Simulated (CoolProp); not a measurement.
Vapour-liquid equilibrium of carbon dioxide (1) + neopentane (2) at 5.55 °C; x and y are mole fractions of (1).

Values from CoolProp's multi-fluid Helmholtz-energy mixture model, Span 1996 and Lemmon 2006; pair parameters Bell 2016.

Q: Give the bubble pressure and the first vapour's composition at x = 0.15, 0.35, 0.75. Is there an azeotrope?

A: x = 0.15: 825.0 kPa, y = 0.889; x = 0.35: 1710 kPa, y = 0.945; x = 0.75: 2925 kPa, y = 0.973. No azeotrope shows between x = 0.05 and 0.95.

Pair parameters are fitted to limited data, so mixtures are less certain than the pure fluids. The gap from Raoult's law changes sign with composition, which may be real or a fault of the pair parameters; it wasn't checked against measurements.
